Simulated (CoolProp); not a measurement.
A simple Rankine cycle with hexamethyldisiloxane (MM): condensing at 323.15 K, boiler at 0.221 MPa, turbine inlet 405.1 K, turbine efficiency 0.65, pump efficiency 0.7, no recuperator. Each further row changes one setting.

The numbers come from the reference Helmholtz-energy equation of state, Thol 2016 in CoolProp.

```
case                             thermal efficiency (%)  net work (kJ/kg)  heat in (kJ/kg)  turbine exit temperature (K)  volume ratio over the turbine
-------------------------------  ----------------------  ----------------  ---------------  ----------------------------  -----------------------------
as stated                                           8.9              31.0              346                         382.9                            ___
turbine inlet 425.1 K                               8.6              32.9              384                         403.2                            ___
condensing temperature 315.15 K                     9.7              35.2              362                           ___                           18.5
boiler pressure 0.155 MPa                           7.8               ___              349                           ___                            ___
turbine efficiency 0.55                             7.6              26.2              346                           ___                           13.3
```

Question: Fill in the missing entries.

Answer: 
- as stated, volume ratio over the turbine: 13.2
- turbine inlet 425.1 K, volume ratio over the turbine: 13.0
- condensing temperature 315.15 K, turbine exit temperature (K): 380.3
- boiler pressure 0.155 MPa, net work (kJ/kg): 27.2
- boiler pressure 0.155 MPa, turbine exit temperature (K): 386.7
- boiler pressure 0.155 MPa, volume ratio over the turbine: 9.01
- turbine efficiency 0.55, turbine exit temperature (K): 385.7
